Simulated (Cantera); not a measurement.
A perfectly stirred reactor is fed with CH₄ : O₂ : N₂ = 1.3 : 2.9 : 10.9 (molar parts), equivalence ratio 0.90, at 1.01 bar; it is adiabatic with a 600 K inlet, and is followed from long to short residence time, starting on the burning branch (τ in s: 0.064, 0.028, 0.012, 0.0052, 0.0023, 0.00098, 0.00042, 0.00018, 7.9e-05).

Model: GRI-Mech 3.0 (53 species, 325 reactions), integrated in Cantera.

One state of this run: T (K) = 2284; x CH₄ = 6.34e-6; x O₂ = 0.0227; x C₂H₄ = 4.47e-10; x CH₂CO = 9.17e-10; x H = 0.000702. x: mole fraction; the columns are a selection and need not sum to one.

Problem. Which value of τ (s) does it belong to?
(A) 0.028
(B) 0.0052
(C) 0.012
(D) 0.0023

Solution. A, 0.028
